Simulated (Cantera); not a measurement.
A Cantera script and what it prints.

```python
import numpy as np
import cantera as ct

gas_names = """
    H HNO HNO2 HNO3 HO2 H2 H2O H2O2 N NH NH2 NH3 NH2OH NO NO2 NO3 N2 N2H2 N2H4 N2O O OH O2 O3 Si SiH
    SiH2 SiH3 SiH4 SiN SiO SiO2 Si2 Si2N Si3
""".split()
cond_names = """
    H2O(s) H2O(L) Si(cr) Si(L) SiO2(Lqz) SiO2(hqz) SiO2(L) Si2N2O(s) Si3N4(a)
""".split()


# ... load() reads the species with a 1 bar reference pressure and builds the phases ...
atoms = {
    'SiH4': {'Si': 1, 'H': 4},
    'H2O': {'H': 2, 'O': 1},
    'N2': {'N': 2},
}
top_T = {'Si2N2O(s)': 2100, 'Si3N4(a)': 2400}  # K; cautious upper limits of use, not melting points


# ... equilibrate(T, P, feed) seeds the gas with the atoms and calls Mixture.equilibrate('TP', solver="vcs", rtol=1e-11, max_steps=5000) ...
results = []
feed = {'SiH4': 1, 'H2O': 1.8, 'N2': 180}  # mol
P = 13  # Pa
for T in [623, 648, 673, 698, 723, 748, 773, 798, 823, 848, 873, 898]:
    mix = equilibrate(T, P, feed)
    results.append((T, P, feed, dict(zip(mix.species_names, mix.species_moles))))

top = {s: max(r[3][s] / sum(r[3][g] for g in gas_names) for r in results) for s in gas_names}
cols = sorted((s for s in top if top[s] > 1e-06), key=lambda s: -top[s])[:8]
seen = [c for c in cond_names if any(r[3].get(c, 0) > 1e-12 for r in results)]
print("log10 of partial pressures in bar; condensed amounts in mol")
print(f"{'T/K':>10s}" + "".join(f"{s[:9]:>10s}" for s in cols + seen))
for T, P, feed, n in results:
    ng = sum(n[g] for g in gas_names)
    print(f"{T:10.4g}" + "".join(f"{np.log10(max(n[s] / ng * P / 1e5, 1e-99)):10.3f}" for s in cols)
          + "".join(f"{n.get(c, 0):10.4g}" for c in seen))
```

Output:

```
log10 of partial pressures in bar; condensed amounts in mol
       T/K        N2        H2 SiO2(Lqz) SiO2(hqz) Si2N2O(s)
       623    -3.895    -5.570    0.8667         0   0.06667
       648    -3.895    -5.570    0.8667         0   0.06667
       673    -3.895    -5.570    0.8667         0   0.06667
       698    -3.895    -5.570    0.8667         0   0.06667
       723    -3.895    -5.570    0.8667         0   0.06667
       748    -3.895    -5.570    0.8667         0   0.06667
       773    -3.895    -5.570    0.8667         0   0.06667
       798    -3.895    -5.570    0.8667         0   0.06667
       823    -3.895    -5.570    0.8667         0   0.06667
       848    -3.895    -5.570         0    0.8667   0.06667
       873    -3.895    -5.570         0    0.8667   0.06667
       898    -3.895    -5.570         0    0.8667   0.06667
```

Cantera equilibrium calculation (NASA polynomials, part measured and part estimated; ideal gas, pure solids and liquids). N2 is the only nitrogen source here; it is nearly inert below about 1500 K, so the nitride shown seldom forms there in practice.
